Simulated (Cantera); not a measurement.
An adiabatic, constant-volume homogeneous reactor starts with 11.2 % CH4, 18.7 % O2, 70.1 % N2, equivalence ratio 1.2, at 1325 K and 500000 Pa.

Detailed kinetics in Cantera: GRI-Mech 3.0 (53 species, 325 reactions). Above 3000 K some thermodynamic fits are extrapolated.

x: mole fraction; the columns are a selection and need not sum to one.

```csv
t (s),T (K),P (bar),x CH4,x O2,x H,x C2H,x C2H4
1.00e-6,1325,5.00,0.112,0.187,1.99e-10,<1e-12,<1e-12
4.53e-6,1325,5.00,0.112,0.187,2.59e-10,<1e-12,<1e-12
2.05e-5,1325,5.00,0.112,0.187,6.34e-10,<1e-12,8.75e-11
9.28e-5,1325,5.00,0.112,0.187,(withheld),<1e-12,2.58e-8
0.000420,1326,5.00,0.112,0.187,(withheld),<1e-12,2.44e-6
0.00190,1368,5.17,0.105,0.182,(withheld),<1e-12,0.000300
0.00862,3022,12.1,<1e-12,0.00539,0.00871,<1e-12,<1e-12
0.0390,3022,12.1,<1e-12,0.00539,0.00871,<1e-12,<1e-12
0.177,3022,12.1,<1e-12,0.00539,0.00871,<1e-12,<1e-12
0.800,3022,12.1,<1e-12,0.00539,0.00871,<1e-12,<1e-12
```

Fill in the missing entries.


- 9.28e-5, x H: 4.80e-9
- 0.000420, x H: 1.96e-8
- 0.00190, x H: 5.93e-7
